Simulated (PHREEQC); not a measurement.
Consider water at 20 °C with 0.016 mol HF, 0.00022 mol ZnSO4 and 0.24 mol KCl per kg of water. Closed to the air; pH follows from the charge balance.

Equilibrium calculation in PHREEQC: ion-association model, wateq4f.dat.

Each row changes one thing in this solution. No solid was allowed to form.

| case | pH | HF (mol/kgw) | F- (mol/kgw) | H2F2 (mol/kgw) | HF2- (mol/kgw) | SO4-2 (mol/kgw) |
|---|---|---|---|---|---|---|
| as made | 2.50 | 0.0110 | 0.00386 | 0.000399 | 0.000165 | 0.000146 |
| HF from 0.016 to 0.032 mol/kgw | 2.33 | 0.0224 | 0.00539 | 0.00165 | … | 0.000141 |
| ZnSO4 replaced by Ag2SO4 at the same molality | 2.50 | 0.0110 | 0.00386 | 0.000399 | 0.000166 | 0.000146 |
| diluted 100-fold with water | 3.89 | 2.31e-5 | 0.000137 | … | 1.16e-8 | 2.15e-6 |
| 0.0099 mol/kgw CO2 added | 2.50 | 0.0110 | 0.00386 | 0.000399 | 0.000165 | 0.000146 |

Problem. Fill in the missing entries.

Solution. 
- HF from 0.016 to 0.032 mol/kgw, HF2- (mol/kgw): 0.000470
- diluted 100-fold with water, H2F2 (mol/kgw): 1.66e-9

Species that the database lacks are ignored. Some of these states are supersaturated (in Cerargyrite, for instance).
